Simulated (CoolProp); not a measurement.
Vapour-liquid equilibrium of CH2F2 (R32) (1) + R142b (2) at 24.45 °C; x and y are mole fractions of (1).

Computed with CoolProp (multi-fluid Helmholtz-energy mixture model, Tillner-Roth 1997 and Lemmon 2006; pair parameters Bell 2016).

Question: Give the bubble pressure and the first vapour's composition at x = 0.65, 0.75, 0.95. Is there an azeotrope?

Answer: x = 0.65: 1.233 MPa, y = 0.864; x = 0.75: 1.354 MPa, y = 0.903; x = 0.95: 1.600 MPa, y = 0.979. No azeotrope shows between x = 0.05 and 0.95.

Pair parameters are fitted to limited data, so mixtures are less certain than the pure fluids.
